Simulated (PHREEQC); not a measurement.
Dissolve 2.2 mmol/kgw Ni(NO3)2 and 20 mmol/kgw HCl at 20 °C. Closed to the air; pH follows from the charge balance.

Model: ion-association model, wateq4f.dat, run in PHREEQC.

The pH comes out as 1.75 and the ionic strength is 0.0265 mol/kgw. The total alkalinity is -20.0 meq/kg.

| species | molality | activity | log γ |
|---|---|---|---|
| H+ | 0.0200 | 0.0176 | -0.056 |
| Cl- | 0.0199 | 0.0170 | -0.069 |
| NO3- | 0.00440 | 0.00374 | -0.071 |
| Ni+2 | 0.00214 | 0.00116 | -0.267 |
| NiCl+ | 5.76e-5 | 4.94e-5 | -0.067 |
| NiCl2 | 3.03e-6 | 3.05e-6 | 0.003 |

This is a speciation only: nothing precipitates in the calculation. Complexes and solids missing from the database can't appear.
